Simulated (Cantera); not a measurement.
A perfectly stirred reactor is fed with CH4 : H2O = 1 : 1.1 (molar parts), at 100.0 Torr; it is held at 2148 K, and followed from long to short residence time.

Computed with Cantera and GRI-Mech 3.0 (53 species, 325 reactions).

### Question
What does this change do: pressure from 100.0 Torr to 548 Torr?

### Answer
```
quantity                  before     after
----------------------  --------  --------
x(CH4) at τ = 6.90 s    0.000394  0.000447
x(H2O) at τ = 6.90 s      0.0240    0.0238
x(CH3) at τ = 6.90 s     9.66e-5   4.91e-5
x(H2) at τ = 6.90 s        0.724     0.729
x(C2H4) at τ = 6.90 s    2.49e-7   4.79e-7
x(CH4) at τ = 39.0 ms     0.0106   0.00858
x(H2O) at τ = 39.0 ms      0.113    0.0821
x(CH3) at τ = 39.0 ms    0.00203  0.000939
x(H2) at τ = 39.0 ms       0.651     0.679
x(C2H4) at τ = 39.0 ms   7.85e-5   6.56e-5
```

### Question
What does this change do: temperature 2148 to 1325 K?

### Answer
```tsv
quantity	before	after
x(CH4) at τ = 6.90 s	0.000394	0.441
x(H2O) at τ = 6.90 s	0.0240	0.512
x(CH3) at τ = 6.90 s	9.66e-5	4.52e-5
x(H2) at τ = 6.90 s	0.724	0.0352
x(C2H4) at τ = 6.90 s	2.49e-7	0.00170
x(CH4) at τ = 39.0 ms	0.0106	0.476
x(H2O) at τ = 39.0 ms	0.113	0.524
x(CH3) at τ = 39.0 ms	0.00203	2.27e-5
x(H2) at τ = 39.0 ms	0.651	6.67e-5
x(C2H4) at τ = 39.0 ms	7.85e-5	7.62e-6
```

### Question
What does this change do: pressure from 100.0 Torr to 3600 Torr?

### Answer
```json
[
 {"quantity": "x(CH4) at τ = 6.90 s", "before": "0.000394", "after": "0.000461"},
 {"quantity": "x(H2O) at τ = 6.90 s", "before": "0.0240", "after": "0.0236"},
 {"quantity": "x(CH3) at τ = 6.90 s", "before": "9.66e-5", "after": "1.99e-5"},
 {"quantity": "x(H2) at τ = 6.90 s", "before": "0.724", "after": "0.731"},
 {"quantity": "x(C2H4) at τ = 6.90 s", "before": "2.49e-7", "after": "1.32e-6"},
 {"quantity": "x(CH4) at τ = 39.0 ms", "before": "0.0106", "after": "0.00858"},
 {"quantity": "x(H2O) at τ = 39.0 ms", "before": "0.113", "after": "0.0654"},
 {"quantity": "x(CH3) at τ = 39.0 ms", "before": "0.00203", "after": "0.000378"},
 {"quantity": "x(H2) at τ = 39.0 ms", "before": "0.651", "after": "0.694"},
 {"quantity": "x(C2H4) at τ = 39.0 ms", "before": "7.85e-5", "after": "0.000190"}
]
```
